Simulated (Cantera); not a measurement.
What does this Cantera script print?

```python
import numpy as np
import cantera as ct

gas = ct.Solution("h2o2.yaml")
gas.TPX = 425, 14000, {'H2': 1, 'O2': 0.25, 'N2': 0.94, 'H2O': 0.063}
flame = ct.FreeFlame(gas, width=0.16)
flame.set_refine_criteria(ratio=3, slope=0.08, curve=0.16)
flame.transport_model = "mixture-averaged"
flame.solve(loglevel=0, auto=True)
z, T = flame.grid, flame.T
thick = (T[-1] - T[0]) / np.gradient(T, z).max()
show = ['H2', 'O2', 'H2O', 'H', 'HO2', 'O']
print(f"laminar burning velocity  {flame.velocity[0] * 100:.3f} cm/s")
print(f"burnt temperature         {T[-1]:.1f} K")
print(f"thermal thickness         {thick * 1e3:.4f} mm")
print(f"grid points               {len(z)}")
z0 = z[flame.heat_release_rate.argmax()]
print(f"{'z/mm':>9s}{'T/K':>9s}{'u/(m/s)':>9s}" + "".join(f"{s:>11s}" for s in show))
rows = []
for k in (-3, -2, -1.5, -1, -0.5, -0.25, 0, 0.25, 0.5, 1, 2, 4, 8):
    zz = z0 + k * thick
    rows.append([k * thick, np.interp(zz, z, T), np.interp(zz, z, flame.velocity),
                 *(np.interp(zz, z, flame.X[gas.species_index(s)]) for s in show)])
    print(f"{rows[-1][0] * 1e3:9.3f}{rows[-1][1]:9.1f}{rows[-1][2]:9.3f}" + "".join(f"{x:11.3e}" for x in rows[-1][3:]))
```

Output:

```
laminar burning velocity  391.402 cm/s
burnt temperature         2089.6 K
thermal thickness         5.1215 mm
grid points               146
     z/mm      T/K  u/(m/s)         H2         O2        H2O          H        HO2          O
  -15.364    425.0    3.914  4.439e-01  1.110e-01  2.796e-02  2.940e-18  1.386e-14  5.840e-17
  -10.243    425.0    3.914  4.439e-01  1.110e-01  2.796e-02  2.830e-15  1.005e-12  1.101e-14
   -7.682    425.0    3.914  4.439e-01  1.110e-01  2.796e-02  2.877e-13  3.195e-11  3.115e-13
   -5.121    425.0    3.914  4.438e-01  1.110e-01  2.796e-02  1.734e-09  3.118e-08  1.891e-10
   -2.561    435.3    4.000  4.422e-01  1.110e-01  2.843e-02  1.024e-04  8.850e-05  4.458e-06
   -1.280    638.2    5.759  4.140e-01  1.055e-01  4.521e-02  8.619e-03  4.829e-05  1.405e-04
    0.000   1038.2    9.108  2.973e-01  6.689e-02  1.309e-01  6.393e-02  1.458e-05  3.027e-03
    1.280   1286.5   11.208  1.962e-01  1.019e-02  2.400e-01  1.076e-01  2.051e-06  2.812e-03
    2.561   1378.0   11.945  1.862e-01  1.655e-03  2.582e-01  1.063e-01  3.097e-07  1.584e-03
    5.121   1475.2   12.701  1.933e-01  8.916e-04  2.611e-01  9.377e-02  1.511e-07  1.409e-03
   10.243   1586.3   13.546  2.031e-01  7.216e-04  2.633e-01  7.798e-02  1.116e-07  1.217e-03
   20.486   1702.1   14.405  2.131e-01  5.145e-04  2.663e-01  6.132e-02  7.610e-08  9.153e-04
   40.972   1811.2   15.195  2.223e-01  3.162e-04  2.696e-01  4.547e-02  4.794e-08  5.886e-04
```

Computed with Cantera and the H2/O2 subset of GRI-Mech 3.0, which has no nitrogen chemistry. Burning velocities carry a grid error of a few per cent, more on coarse grids.
